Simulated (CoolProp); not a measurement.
Vapour-liquid equilibrium of isopentane (1) + toluene (2) at 0.0101 MPa; x and y are mole fractions of (1).

The numbers come from the multi-fluid Helmholtz-energy mixture model, Lemmon 2006 and Lemmon 2006; pair parameters Bell 2016 in CoolProp.

```csv
x,bubble temperature (K),y at the bubble point,dew temperature at overall composition x (K),liquid density (mol/L)
0.05,298.3,0.638,317.5,9.323
0.2,271.4,0.935,313.8,9.500
0.35,261.1,0.973,309.6,9.507
0.5,256.1,0.984,304.4,9.458
0.65,253.1,0.990,297.7,9.384
0.8,250.9,0.994,288.0,9.302
0.95,248.6,0.998,268.0,9.223
```

No azeotrope shows between x = 0.05 and 0.95.

Pair parameters are fitted to limited data, so mixtures are less certain than the pure fluids.
